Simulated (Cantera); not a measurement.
Equilibrium for nitride etching: Si3N4 + NF3 + H2

Input: 1 mol Si3N4, 1.5 mol NF3, a varied amount of H2, held at 0.220 bar.

Cantera equilibrium calculation (NASA polynomials, part measured and part estimated; ideal gas, pure solids and liquids). Candidate condensed phases: Si, Si3N4; 37 gas species. Mutual solubility and eutectic melting of coexisting phases are not modelled. The tables' values for SiF2, SiF3 are old estimates. The numbers say what is thermodynamically allowed, not how fast it happens.

Problem. Map the stable condensed phases over T = 1225, 1300, 1375, 1450, 1525, 1600, 1675, 1750, 1825, 1900 K and n(H2) in mol = 14, 17, 20, 24, 28, 33, 39, 47, 55, 66, 78, 93.

Solution. 
```
T in K \ n(H2) in mol
         14 17 20 24 28 33 39 47 55 66 78 93
   1900   A  A  A  A  A  A  A  A  A  A  A  A
   1825   B  B  B  B  C  C  C  A  A  A  A  A
   1750   B  B  B  B  B  B  B  B  B  B  B  B
   1675   B  B  B  B  B  B  B  B  B  B  B  B
   1600   B  B  B  B  B  B  B  B  B  B  B  B
   1525   B  B  B  B  B  B  B  B  B  B  B  B
   1450   B  B  B  B  B  B  B  B  B  B  B  B
   1375   B  B  B  B  B  B  B  B  B  B  B  B
   1300   B  B  B  B  B  B  B  B  B  B  B  B
   1225   B  B  B  B  B  B  B  B  B  B  B  B
```
A: Si; B: Si3N4; C: Si + Si3N4.
